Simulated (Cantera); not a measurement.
**Low-pressure radical oxidation in H2/O2**

An isothermal, constant-pressure homogeneous reactor starts with 30.5 % H₂, 61.0 % O₂, 8.54 % N₂, at 1400 K and 0.00148 atm.

Computed with Cantera and GRI-Mech 3.0 (53 species, 325 reactions). Radical loss at walls, strong at low pressure, is not modelled. The temperature is held fixed by assumption; the heat of reaction is taken as removed at once.

| t (s) | x H₂ | x O₂ | x NO₂ | x HO₂ | x H | x OH | x NO |
|---|---|---|---|---|---|---|---|
| 0.000300 | 0.305 | 0.610 | <1e-12 | 1.46e-7 | 1.59e-7 | 4.10e-8 | <1e-12 |
| 0.000744 | 0.305 | 0.610 | <1e-12 | 3.62e-7 | 8.93e-7 | 2.84e-7 | <1e-12 |
| 0.00184 | 0.305 | 0.610 | <1e-12 | 8.82e-7 | 3.34e-5 | 1.11e-5 | <1e-12 |
| 0.00457 | 0.139 | 0.520 | <1e-12 | 4.87e-7 | 0.0769 | 0.0220 | 2.47e-10 |
| 0.0113 | 0.0227 | 0.443 | <1e-12 | 5.94e-7 | 0.114 | 0.0215 | 2.23e-8 |
| 0.0281 | 0.0226 | 0.444 | <1e-12 | 5.97e-7 | 0.113 | 0.0214 | 8.06e-8 |
| 0.0696 | 0.0223 | 0.447 | <1e-12 | 6.06e-7 | 0.109 | 0.0214 | 2.20e-7 |
| 0.172 | 0.0216 | 0.452 | <1e-12 | 6.26e-7 | 0.100 | 0.0211 | 5.38e-7 |
| 0.427 | 0.0195 | 0.466 | 1.37e-12 | 6.71e-7 | 0.0797 | 0.0204 | 1.17e-6 |
| 1.06 | 0.0140 | 0.491 | 3.46e-12 | 7.41e-7 | 0.0430 | 0.0177 | 2.06e-6 |
| 2.63 | 0.00536 | 0.522 | 1.05e-11 | 6.89e-7 | 0.00905 | 0.0113 | 2.60e-6 |
| 6.51 | 0.000930 | 0.536 | 4.43e-11 | 3.30e-7 | 0.000629 | 0.00477 | 2.70e-6 |
| 16.1 | 0.000144 | 0.539 | 1.39e-10 | 9.57e-8 | 3.81e-5 | 0.00188 | 2.72e-6 |
| 40.0 | 3.03e-5 | 0.539 | 3.39e-10 | 4.99e-8 | 3.66e-6 | 0.000864 | 2.72e-6 |
x: mole fraction; the columns are a selection and need not sum to one.

Equilibrium at this temperature and pressure: H₂ 5.75e-6, O₂ 0.539, NO₂ 1.91e-7, HO₂ 6.84e-8, H 3.03e-7, OH 0.000377, NO 0.000417 (gas phase only).
